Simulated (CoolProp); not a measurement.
R21 along the isobar 4.09 bar: density (kg/m³) from the reference equation and from simpler models built on Tc = 452.7 K, pc = 52.89 bar, ω = 0.206; each cubic takes its own stable root.

Model: reference Helmholtz-energy equation of state, Platzer 1990, in CoolProp. This equation is an older, rougher fit; its heat capacities, sound speeds and derivatives of the liquid may be far off and weren't checked against measurements.

```csv
T (K),phase,reference
287.6,liquid,1393
299.9,liquid,1364
312.3,liquid,1333
337,gas,16.32
349.3,gas,15.57
361.6,gas,14.91
374,gas,14.30
386.3,gas,13.76
398.7,gas,13.26
411,gas,12.80
423.3,gas,12.38
```

Question: How far does each simpler model (van der Waals, Redlich-Kwong, Soave-Redlich-Kwong, Peng-Robinson) lie from the reference over these 11 states: mean and median of the absolute difference, and the worst?

Answer: 
- van der Waals: mean 28.1 %, median 2.1 %, worst -98.7 % at 312.3 K and 4.09 bar
- Redlich-Kwong: mean 3.0 %, median 1.0 %, worst -9.3 % at 312.3 K and 4.09 bar
- Soave-Redlich-Kwong: mean 2.1 %, median 0.6 %, worst -6.5 % at 312.3 K and 4.09 bar
- Peng-Robinson: mean 1.8 %, median 0.3 %, worst +6.1 % at 287.6 K and 4.09 bar

At some of these states van der Waals gives the other phase, because its saturation line lies elsewhere.
